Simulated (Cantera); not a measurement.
An adiabatic, constant-pressure homogeneous reactor starts with 7.43 % CH₃OH, 15.1 % O₂, 56.7 % N₂, 20.8 % H₂O, at 1550 K and 2400000 Pa.

Detailed kinetics in Cantera: GRI-Mech 3.0 (53 species, 325 reactions). GRI-Mech 3.0 was tuned for natural gas; its chemistry of methanol as a main component is partial and can be far from experiment. The pressure lies above the range GRI-Mech 3.0 was tuned for (to about 10 atm).

### Question
Predict: time of steepest temperature rise; temperature at 0.200 s; equilibrium temperature; x(O₂) at 0.200 s; x(H₂O) at 0.200 s; x(NO₂) at 0.200 s; x(H₂) at 0.200 s.

### Answer
```json
{
  "time_of_steepest_temperature_rise": "7.75 µs",
  "temperature at 0.200 s": "2567 K",
  "equilibrium_temperature": "2567 K",
  "x(O₂) at 0.200 s": "0.0342 (gas-phase equilibrium 0.0342)",
  "x(H₂O) at 0.200 s": "0.334 (gas-phase equilibrium 0.334)",
  "x(NO₂) at 0.200 s": "1.42e-5 (gas-phase equilibrium 1.42e-5)",
  "x(H₂) at 0.200 s": "0.00302 (gas-phase equilibrium 0.00302)"
}
```
